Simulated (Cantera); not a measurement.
Cantera run:

```python
import numpy as np
import cantera as ct

gas_names = """
    H H2 Si SiH SiH2 SiH3 SiH4 Si2 Si3
""".split()
cond_names = """
    Si(cr) Si(L)
""".split()


# ... load() reads the species with a 1 bar reference pressure and builds the phases ...
atoms = {
    'Si': {'Si': 1},
    'H2': {'H': 2},
}
top_T = {}  # K; cautious upper limits of use, not melting points


# ... equilibrate(T, P, feed) seeds the gas with the atoms and calls Mixture.equilibrate('TP', solver="vcs", rtol=1e-11, max_steps=5000) ...
results = []
feed = {'Si': 1, 'H2': 5.9}  # mol
T = 675  # K
P = 79000  # Pa
mix = equilibrate(T, P, feed)
results.append((T, P, feed, dict(zip(mix.species_names, mix.species_moles))))
x = sorted(zip(gas.X, gas.species_names), reverse=True)
print(f"T = {T:g} K  P = {P:g} Pa  gas = {mix.phase_moles(0):.4g} mol")
print("   x: " + "  ".join(f"{s} {v:.3e}" for v, s in x if v > 1e-06))
print("   condensed (mol): " + ("  ".join(f"{mix.phase(i).name} {mix.phase_moles(i):.4g}"
      for i in range(1, mix.n_phases) if mix.phase_moles(i) > 1e-12) or "none"))
```

Result:

```
T = 675 K  P = 79000 Pa  gas = 5.9 mol
   x: H2 1.000e+00
   condensed (mol): Si(cr) 1
```

Equilibrium computed with Cantera from the NASA thermochemical tables; the gas is ideal and each condensed phase is pure.
